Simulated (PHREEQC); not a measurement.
Dissolve 0.022 mol/kgw LiF and 0.011 mol/kgw NaCl at 25 °C. It is in equilibrium with CO2 at log p = -3.4 (atm). Otherwise closed; pH follows from the charge balance.

Equilibrium calculation in PHREEQC: ion-association model, wateq4f.dat.

```json
{
  "pH": "6.32",
  "ionic_strength": "0.0329 mol/kgw"
}
```

| species | molality | activity | log γ |
|---|---|---|---|
| Li+ | 0.0220 | 0.0188 | -0.068 |
| F- | 0.0219 | 0.0184 | -0.077 |
| Cl- | 0.0110 | 0.00923 | -0.076 |
| Na+ | 0.0109 | 0.00923 | -0.072 |
| NaF | 9.68e-5 | 9.75e-5 | 0.003 |
| HCO3- | 1.47e-5 | 1.25e-5 | -0.070 |
| CO2 | 1.34e-5 | 1.36e-5 | 0.003 |
| HF | 1.31e-5 | 1.32e-5 | 0.003 |
| HF2- | 1.11e-6 | 9.32e-7 | -0.077 |
| H+ | 5.53e-7 | 4.81e-7 | -0.060 |

This is a speciation only: nothing precipitates in the calculation. Complexes and solids missing from the database can't appear.
